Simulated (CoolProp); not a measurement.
The numbers come from the reference Helmholtz-energy equation of state, Outcalt 1996 in CoolProp. It is a modified Benedict-Webb-Rubin equation, recast in Helmholtz form.

Problem. For R152A, give the phase and the density (kg/m³), cp (kJ/(kg K)), Joule-Thomson coefficient (K/MPa), isothermal compressibility (1/MPa) at 269.1 K and 11300 kPa; 269.1 K and 16900 kPa.

Solution. 
- 269.1 K and 11300 kPa: liquid; density 992, cp 1.64, Joule-Thomson coefficient -0.288, isothermal compressibility 0.00198
- 269.1 K and 16900 kPa: liquid; density 1000, cp 1.62, Joule-Thomson coefficient -0.308, isothermal compressibility 0.00179
